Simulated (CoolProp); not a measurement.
Aqueous potassium formate as a coolant, at 27 °C, 1 atm.

The numbers come from the Melinder's fits for secondary coolants in CoolProp.

| mass % | freezing point (°C) | density (kg/m³) | viscosity (mPa s) | Prandtl number | cp (kJ/(kg K)) |
|---|---|---|---|---|---|
| 5.8 | -2.7 | 1033 | 0.955 | 6.35 | 3.964 |
| 9.7 | -4.7 | 1056 | 1.00 | 6.53 | 3.823 |
| 13.6 | -7.1 | 1079 | 1.06 | 6.72 | 3.686 |
| 17.5 | -9.7 | 1104 | 1.13 | 6.98 | 3.551 |
| 21.4 | -12.8 | 1129 | 1.21 | 7.32 | 3.421 |
| 25.3 | -16.2 | 1155 | 1.31 | 7.74 | 3.296 |
| 29.2 | -20.3 | 1181 | 1.42 | 8.20 | 3.178 |
| 33.1 | -24.9 | 1209 | 1.54 | 8.68 | 3.068 |
| 37 | -30.3 | 1237 | 1.65 | 9.20 | 2.965 |
| 40.9 | -36.5 | 1266 | 1.79 | 9.85 | 2.869 |
| 44.8 | -43.6 | 1296 | 2.00 | 10.9 | 2.779 |
